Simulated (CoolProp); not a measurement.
Vapour-liquid equilibrium of toluene (1) + o-xylene (2) at 133 kPa; x and y are mole fractions of (1).

Model: multi-fluid Helmholtz-energy mixture model, Lemmon 2006 and Zhou 2012; pair parameters Bell 2016, in CoolProp.

```
x     bubble temperature (K)  y at the bubble point  dew temperature at overall composition x (K)  liquid density (mol/L)
----  ----------------------  ---------------------  --------------------------------------------  ----------------------
0.05                   425.7                  0.102                                         427.0                   7.209
0.2                    418.9                  0.361                                         423.3                       ?
0.35                   412.8                      ?                                         419.2                       ?
0.5                    407.4                      ?                                         414.7                   7.742
0.65                       ?                  0.817                                         409.5                   7.920
0.8                    398.5                      ?                                             ?                       ?
0.95                   394.8                  0.978                                         396.3                   8.283
```

Task: Some entries are withheld; supply them.

Result: 
- 0.2, liquid density (mol/L): 7.387
- 0.35, y at the bubble point: 0.557
- 0.35, liquid density (mol/L): 7.565
- 0.5, y at the bubble point: 0.705
- 0.65, bubble temperature (K): 402.6
- 0.8, y at the bubble point: 0.906
- 0.8, dew temperature at overall composition x (K): 403.4
- 0.8, liquid density (mol/L): 8.099

No azeotrope shows between x = 0.05 and 0.95.

The pair parameters rest on a limited set of measurements; away from them the model extrapolates.
